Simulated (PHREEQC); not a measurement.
A solution holds 1.2 mol/kgw Na2SO4, 0.098 mol/kgw KCl and 0.075 mol/kgw KBr, at 25 °C. Closed to the air; pH follows from the charge balance.

All values are PHREEQC results (Pitzer model, pitzer.dat), not measurements.

No solid was allowed to form.

Problem. Predict the activity of water, density, osmotic coefficient.

Solution. activity of water 0.954; density 1.142 g/cm³; osmotic coefficient 0.661.
